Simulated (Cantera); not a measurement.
Charge: 1 mol SF6, 0.052 mol H2, equilibrated at 11.0 Pa.

These are equilibrium values from Cantera (NASA tables, ideal gas, pure condensed phases), not measurements of a reactor. Candidate condensed phases: S; 24 gas species. The tables' values for S2F2 (SSF2) are old estimates; treat these amounts as uncertain. The numbers say what is thermodynamically allowed, not how fast it happens.

x: gas mole fraction; nothing condenses.

```json
[
 {"T (K)": "2000", "x F": "0.873", "x S": "0.0600", "x S2": "0.0391", "x HF": "0.0156", "x SF": "0.0105", "x H": "1.77e-7"},
 {"T (K)": "2100", "x F": "0.863", "x S": "0.0904", "x S2": "0.0255", "x HF": "0.0153", "x SF": "0.00566", "x H": "9.49e-7"},
 {"T (K)": "2200", "x F": "0.853", "x S": "0.116", "x S2": "0.0134", "x HF": "0.0151", "x SF": "0.00285", "x H": "4.39e-6"},
 {"T (K)": "2300", "x F": "0.847", "x S": "0.130", "x S2": "[?]", "x HF": "0.0149", "x SF": "[?]", "x H": "[?]"},
 {"T (K)": "2400", "x F": "0.844", "x S": "0.137", "x S2": "0.00260", "x HF": "0.0148", "x SF": "0.000667", "x H": "6.44e-5"},
 {"T (K)": "2500", "x F": "0.843", "x S": "0.140", "x S2": "0.00113", "x HF": "0.0147", "x SF": "0.000334", "x H": "0.000209"},
 {"T (K)": "2600", "x F": "0.843", "x S": "0.142", "x S2": "[?]", "x HF": "0.0142", "x SF": "[?]", "x H": "[?]"},
 {"T (K)": "2700", "x F": "0.843", "x S": "0.142", "x S2": "0.000244", "x HF": "0.0133", "x SF": "9.52e-5", "x H": "0.00156"},
 {"T (K)": "2800", "x F": "0.843", "x S": "0.142", "x S2": "0.000122", "x HF": "0.0114", "x SF": "5.40e-5", "x H": "0.00344"},
 {"T (K)": "2900", "x F": "0.843", "x S": "0.142", "x S2": "6.33e-5", "x HF": "0.00853", "x SF": "3.18e-5", "x H": "0.00623"}
]
```

Problem. Complete the blanks.

Solution. 
- 2600, x S2: 0.000512
- 2600, x SF: 0.000175
- 2600, x H: 0.000608
- 2300, x S2: 0.00605
- 2300, x SF: 0.00138
- 2300, x H: 1.78e-5
